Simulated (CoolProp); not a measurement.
A single-stage vapour-compression cycle with R245ca: evaporating at 263.15 K (dew point), condensing at 311.15 K (bubble point), superheat 5 K, subcooling 8 K, compressor efficiency 0.8, no pressure losses. Each further row changes one setting.

Computed with CoolProp (reference Helmholtz-energy equation of state, Zhou 2016).

```
case                              cooling COP  pressure ratio  discharge temperature (K)  refrigerating effect (kJ/kg)  volumetric capacity (kJ/m³)
--------------------------------  -----------  --------------  -------------------------  ----------------------------  ---------------------------
as stated                                3.85            7.84                      322.2                           174                          218
evaporating temperature 268.15 K   (withheld)            6.06                      320.8                    (withheld)                          283
condensing temperature 306.15 K          4.40            6.56                      317.4                           180                          226
subcooling 13 K                    (withheld)            7.84                      322.2                           180                          226
superheat 15 K                           3.89            7.84                      332.5                           182                          220
compressor efficiency 0.7                3.37            7.84                      328.8                           174                          218
```

Question: Some entries are withheld; supply them.

Answer: 
- evaporating temperature 268.15 K, cooling COP: 4.48
- evaporating temperature 268.15 K, refrigerating effect (kJ/kg): 178
- subcooling 13 K, cooling COP: 4.00
